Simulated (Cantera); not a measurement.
Charge: 1 mol CuO, 0.51 mol F2, 3.9 mol HF, equilibrated at 40.0 Pa.

Method: chemical equilibrium by Gibbs-energy minimisation in Cantera with the NASA 1993 tables (ideal gas, pure condensed phases). Candidate condensed phases: Cu, CuF2, CuO, Cu(OH)2, Cu2O, H2O; 27 gas species. Equilibrium is a limit: real reactors are often held back by kinetics, nucleation or transport.

### Question
At 1473 K, list the 4 most abundant gas species with their mole fractions, and the condensed phases.

### Answer
HF 0.722, CuF 0.181, O2 0.0925, CuF2 0.00396. Condensed: gas only.
